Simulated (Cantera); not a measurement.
A Cantera script and what it prints.

```python
import numpy as np
import cantera as ct

gas_names = """
    H HNO HNO2 HNO3 HO2 H2 H2O H2O2 N NH NH2 NH3 NH2OH NO NO2 NO3 N2 N2H2 N2H4 N2O O OH O2 O3 Si SiH
    SiH2 SiH3 SiH4 SiN SiO SiO2 Si2 Si2N Si3
""".split()
cond_names = """
    H2O(s) H2O(L) Si(cr) Si(L) SiO2(Lqz) SiO2(hqz) SiO2(L) Si2N2O(s) Si3N4(a)
""".split()


# ... load() reads the species with a 1 bar reference pressure and builds the phases ...
atoms = {
    'Si3N4': {'Si': 3, 'N': 4},
    'H2O': {'H': 2, 'O': 1},
    'N2': {'N': 2},
    'N2O': {'N': 2, 'O': 1},
}
top_T = {'Si2N2O(s)': 2100, 'Si3N4(a)': 2400}  # K; cautious upper limits of use, not melting points


# ... equilibrate(T, P, feed) seeds the gas with the atoms and calls Mixture.equilibrate('TP', solver="vcs", rtol=1e-11, max_steps=5000) ...
results = []
T = 1425  # K
P = 140  # Pa
for m in [0.56, 0.9, 1.2, 1.6, 1.9, 2.3, 2.6, 2.9, 3.3, 3.6, 4, 4.3]:
    feed = {'Si3N4': 1, 'H2O': m, 'N2': 3.8, 'N2O': 0.15}  # mol
    mix = equilibrate(T, P, feed)
    results.append((T, P, feed, dict(zip(mix.species_names, mix.species_moles))))

top = {s: max(r[3][s] / sum(r[3][g] for g in gas_names) for r in results) for s in gas_names}
cols = sorted((s for s in top if top[s] > 0.0001), key=lambda s: -top[s])[:9]
seen = [c for c in cond_names if any(r[3].get(c, 0) > 1e-12 for r in results)]
print("log10 of partial pressures in bar; condensed amounts in mol")
print(f"{'n(H2O)':>10s}" + "".join(f"{s[:9]:>10s}" for s in cols + seen))
for T, P, feed, n in results:
    ng = sum(n[g] for g in gas_names)
    print(f"{feed['H2O']:10.4g}" + "".join(f"{np.log10(max(n[s] / ng * P / 1e5, 1e-99)):10.3f}" for s in cols)
          + "".join(f"{n.get(c, 0):10.4g}" for c in seen))
```

Output:

```
log10 of partial pressures in bar; condensed amounts in mol
    n(H2O)        N2        H2       SiO         H SiO2(hqz) Si2N2O(s)  Si3N4(a)
      0.56    -2.908    -3.782    -7.594    -7.057         0    0.7099    0.5267
       0.9    -2.936    -3.616    -7.585    -6.974         0      1.05       0.3
       1.2    -2.959    -3.523    -7.578    -6.928         0      1.35       0.1
       1.6    -2.986    -3.439    -5.578    -6.885    0.1627     1.413         0
       1.9    -3.004    -3.391    -5.572    -6.862    0.3624     1.313         0
       2.3    -3.026    -3.343    -5.564    -6.837    0.6286     1.179         0
       2.6    -3.040    -3.313    -5.559    -6.823    0.8283     1.078         0
       2.9    -3.054    -3.289    -5.555    -6.810     1.028    0.9782         0
       3.3    -3.071    -3.261    -5.549    -6.797     1.294    0.8444         0
       3.6    -3.083    -3.243    -5.545    -6.788     1.494    0.7441         0
         4    -3.098    -3.223    -5.540    -6.778      1.76    0.6103         0
       4.3    -3.108    -3.210    -5.537    -6.771      1.96      0.51         0
```

Method: chemical equilibrium by Gibbs-energy minimisation in Cantera with the NASA 1993 tables (ideal gas, pure condensed phases). Mutual solubility and eutectic melting of coexisting phases are not modelled. The tables hold silica as quartz up to 1696 K and as liquid above; real silica turns to tridymite and cristobalite and melts near 1996 K.
